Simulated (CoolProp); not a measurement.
Computed with CoolProp (reference Helmholtz-energy equation of state, Lemmon and Jacobsen 2000).

Question: Give the vapour pressure (kPa), enthalpy of vaporisation (kJ/kg), liquid cp (kJ/(kg K)), liquid conductivity (mW/(m K)) of saturated R143a at 261.2, 273.5, 285.8 K.

Answer: 
```json
[
 {"T (K)": "261.2", "p (kPa)": "419", "enthalpy of vaporisation (kJ/kg)": "199", "liquid cp (kJ/(kg K))": "1.44", "liquid conductivity (mW/(m K))": "85.7"},
 {"T (K)": "273.5", "p (kPa)": "626", "enthalpy of vaporisation (kJ/kg)": "187", "liquid cp (kJ/(kg K))": "1.50", "liquid conductivity (mW/(m K))": "80.6"},
 {"T (K)": "285.8", "p (kPa)": "902", "enthalpy of vaporisation (kJ/kg)": "174", "liquid cp (kJ/(kg K))": "1.57", "liquid conductivity (mW/(m K))": "75.5"}
]
```

Thermal conductivity comes from a separate model (McLinden 2000), an estimate that may be off by 10 % or more.
